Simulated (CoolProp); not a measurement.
Ethanol along the isobar 1.01 bar: density (kg/m³) from the reference equation and from simpler models built on Tc = 241.6 °C, pc = 62.68 bar, ω = 0.644; each cubic takes its own stable root.

Model: reference Helmholtz-energy equation of state, Schroeder 2014, in CoolProp.

| T (°C) | phase | reference |
|---|---|---|
| -92.65 | liquid | 887.5 |
| -69.35 | liquid | 866.1 |
| -45.95 | liquid | 845.6 |
| -22.65 | liquid | 825.6 |
| 0.75 | liquid | 805.8 |
| 24.05 | liquid | 785.9 |
| 47.35 | liquid | 765.6 |
| 70.75 | liquid | 743.9 |
| 94.05 | gas | 1.565 |
| 117.45 | gas | 1.460 |
| 140.75 | gas | 1.371 |
| 164.15 | gas | 1.294 |
| 187.45 | gas | 1.225 |

How far does each simpler model (van der Waals, Redlich-Kwong) lie from the reference over these 13 states: mean and median of the absolute difference, and the worst?


- van der Waals: mean 49.3 %, median 46.1 %, worst -99.8 % at 70.75 °C and 1.01 bar
- Redlich-Kwong: mean 24.8 %, median 19.7 %, worst -99.8 % at 70.75 °C and 1.01 bar

At some of these states van der Waals, Redlich-Kwong gives the other phase, because its saturation line lies elsewhere.
